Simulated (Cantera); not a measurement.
A perfectly stirred reactor is fed with CH4 : O2 : N2 : H2O = 1 : 4.35 : 16.3 : 4.3 (molar parts), at 188 Torr; it is adiabatic with a 450 K inlet, and is followed from long to short residence time, starting on the burning branch (τ in s: 0.056, 0.026, 0.012, 0.0056, 0.0026, 0.0012, 0.00055, 0.00025, 0.00012, 5.4e-05, 2.5e-05, 1.2e-05, 5.3e-06).

Computed with Cantera and GRI-Mech 3.0 (53 species, 325 reactions).

Q: What does this change do: pressure from 188 Torr to 3750 Torr?

A: 
```csv
quantity,before,after
state,not burning at any residence time tried,not reached
x(CH4) at τ = 56.0 ms,0.0385,0.000727
x(O2) at τ = 56.0 ms,0.168,0.0941
x(H2O) at τ = 56.0 ms,0.166,0.240
x(CH3) at τ = 56.0 ms,<1e-12,8.50e-6
x(NO2) at τ = 56.0 ms,<1e-12,8.65e-9
x(CH4) at τ = 0.550 ms,0.0385,0.0385
x(O2) at τ = 0.550 ms,0.168,0.168
x(H2O) at τ = 0.550 ms,0.166,0.166
x(CH3) at τ = 0.550 ms,<1e-12,<1e-12
x(NO2) at τ = 0.550 ms,<1e-12,<1e-12
"blow-out, bracketed by the residence times tried",not reached,"burning at 56.0 ms, out at 26.0 ms"
```
